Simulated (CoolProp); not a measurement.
Vapour-liquid equilibrium of R125 (1) + propylene (2) at 4.72 bar; x and y are mole fractions of (1).

Computed with CoolProp (multi-fluid Helmholtz-energy mixture model, Lemmon 2005 and Lemmon 2013; pair parameters Bell 2016).

| x | bubble temperature, mixture model (K) | bubble temperature, Raoult's law (K) | y, mixture model | y, Raoult's law |
|---|---|---|---|---|
| 0.05 | 263.5 | 266.0 | 0.118 | 0.056 |
| 0.2 | ? | 265.4 | 0.324 | 0.221 |
| 0.35 | ? | 264.8 | 0.437 | 0.378 |
| 0.5 | ? | 264.2 | 0.520 | 0.530 |
| 0.65 | 256.7 | 263.7 | 0.605 | 0.677 |
| 0.8 | ? | 263.2 | 0.718 | 0.818 |
| 0.95 | ? | 262.7 | 0.906 | 0.955 |

Task: Fill in the missing entries.

Result: 
- 0.2, bubble temperature, mixture model (K): 259.0
- 0.35, bubble temperature, mixture model (K): 257.2
- 0.5, bubble temperature, mixture model (K): 256.5
- 0.8, bubble temperature, mixture model (K): 257.9
- 0.95, bubble temperature, mixture model (K): 260.9

The largest gap from Raoult's law is -7.7 K in bubble temperature, at x = 0.5. y crosses x between x = 0.5 and 0.65: the model has an azeotrope there.

Pair parameters are fitted to limited data, so mixtures are less certain than the pure fluids.
